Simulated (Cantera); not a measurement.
A perfectly stirred reactor is fed with H₂ : O₂ = 0.44 : 1 (molar parts), equivalence ratio 0.22, at 15.8 Torr; it is held at 1275 K, and followed from long to short residence time.

Cantera simulation using the H2/O2 subset of GRI-Mech 3.0, which has no nitrogen chemistry; the numbers are that mechanism's predictions, not measurements. Radical loss at walls, strong at low pressure, is not modelled. The temperature is held fixed by assumption; the heat of reaction is taken as removed at once.

What does this change do: pressure from 15.8 Torr to 9.00 Torr?


```json
[
 {"quantity": "x(H₂) at τ = 4.10 s", "before": "0.000289", "after": "0.000528"},
 {"quantity": "x(O₂) at τ = 4.10 s", "before": "0.638", "after": "0.637"},
 {"quantity": "x(H) at τ = 4.10 s", "before": "8.57e-5", "after": "0.000264"},
 {"quantity": "x(O) at τ = 4.10 s", "before": "0.000725", "after": "0.00154"},
 {"quantity": "x(H₂O) at τ = 4.10 s", "before": "0.359", "after": "0.358"},
 {"quantity": "x(H₂) at τ = 37.0 ms", "before": "0.00587", "after": "0.00991"},
 {"quantity": "x(O₂) at τ = 37.0 ms", "before": "0.622", "after": "0.605"},
 {"quantity": "x(H) at τ = 37.0 ms", "before": "0.00900", "after": "0.0245"},
 {"quantity": "x(O) at τ = 37.0 ms", "before": "0.0159", "after": "0.0310"},
 {"quantity": "x(H₂O) at τ = 37.0 ms", "before": "0.339", "after": "0.318"}
]
```

What does this change do: O2 1 to 8.6 parts?


```csv
quantity,before,after
x(H₂) at τ = 4.10 s,0.000289,4.63e-5
x(O₂) at τ = 4.10 s,0.638,0.949
x(H) at τ = 4.10 s,8.57e-5,2.96e-5
x(O) at τ = 4.10 s,0.000725,0.000903
x(H₂O) at τ = 4.10 s,0.359,0.0494
x(H₂) at τ = 37.0 ms,0.00587,0.000737
x(O₂) at τ = 37.0 ms,0.622,0.933
x(H) at τ = 37.0 ms,0.00900,0.00206
x(O) at τ = 37.0 ms,0.0159,0.0147
x(H₂O) at τ = 37.0 ms,0.339,0.0461
```
